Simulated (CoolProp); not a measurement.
Vapour-liquid equilibrium of propylene (1) + 1-butene (2) at 0.0231 MPa; x and y are mole fractions of (1).

Model: multi-fluid Helmholtz-energy mixture model, Lemmon 2013 and Lemmon 2005; pair parameters Bell 2016, in CoolProp.

### Question
Give the bubble temperature and the first vapour's composition at x = 0.5, 0.65, 0.8. Is there an azeotrope?

### Answer
x = 0.5: -65.5 °C, y = 0.898; x = 0.65: -69.2 °C, y = 0.945; x = 0.8: -72.3 °C, y = 0.975. No azeotrope shows between x = 0.05 and 0.95.

Pair parameters are fitted to limited data, so mixtures are less certain than the pure fluids.
